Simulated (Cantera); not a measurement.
Charge: 1 mol B2H6, 0.73 mol NH3, 0.21 mol H2, at 75.0 Torr.

Equilibrium computed with Cantera from the NASA thermochemical tables; the gas is ideal and each condensed phase is pure. Candidate condensed phases: B, BN; 15 gas species. The feed counts by its element totals alone. Mutual solubility and eutectic melting of coexisting phases are not modelled. The tables' values for BH2 are old estimates; treat these amounts as uncertain. Gases not in the tables: B2H6 and higher boranes. Equilibrium is a limit: real reactors are often held back by kinetics, nucleation or transport. All values below are at 2250 K.

Base state: H2 0.943, N2 0.0324, H 0.0228, BH2 0.00157, B 5.35e-5, BH3 1.84e-5, BH 1.66e-5 (mole fractions); condensed: B(s) + BN(s).

Problem. What changes in the equilibrium state with this change: pressure from 75.0 Torr to 27.0 Torr?

Solution. 
```
species      before     after
----------  -------  --------
H2            0.943     0.885
N2           0.0324    0.0767
H            0.0228    0.0368
BH2         0.00157   0.00148
B           5.35e-5  0.000148
BH3         1.84e-5   1.00e-5
B(s), mol      1.55      1.99
BN(s), mol    0.439         0
```

Problem. What changes in the equilibrium state with this change: pressure from 75.0 Torr to 27.8 Torr?

Solution. 
```
species      before     after
----------  -------  --------
H2            0.943     0.885
N2           0.0324    0.0767
H            0.0228    0.0363
BH2         0.00157   0.00148
B           5.35e-5  0.000144
BH3         1.84e-5   1.02e-5
BH          1.66e-5   2.64e-5
B(s), mol      1.55      1.99
BN(s), mol    0.439         0
```
